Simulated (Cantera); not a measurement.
A closed system holds: 1 mol Si, 0.011 mol O₂, 27 mol N₂, held at 1550 K and 1 atm.

Cantera equilibrium calculation (NASA polynomials, part measured and part estimated; ideal gas, pure solids and liquids). Candidate condensed phases: Si, SiO₂, Si₂N₂O, Si₃N₄; 16 gas species. Mutual solubility and eutectic melting of coexisting phases are not modelled. Equilibrium is a limit: real reactors are often held back by kinetics, nucleation or transport.

Base state: N₂ 1.00 (mole fractions); condensed: Si₂N₂O(s) + Si₃N₄(s).

### Question
What changes in the equilibrium state with this change: temperature from 1550 K to 1948 K?

### Answer
| species | before | after |
|---|---|---|
| N₂ | 1.00 | 0.999 |
| SiO | 1.37e-7 | 0.000834 |
| Si₂N₂O(s), mol | 0.0220 | 0 |
| Si₃N₄(s), mol | 0.319 | 0.326 |

### Question
What changes in the equilibrium state with this change: Si replaced by Al?

### Answer
```tsv
species	before	after
N₂	1.00	1.00
Si₂N₂O(s), mol	0.0220	0
Si₃N₄(s), mol	0.319	0
AlN(s), mol	0	0.985
Al₂O₃(s), mol	0	0.00733
```
Further candidate phases: Al, AlN, Al₂O₃.
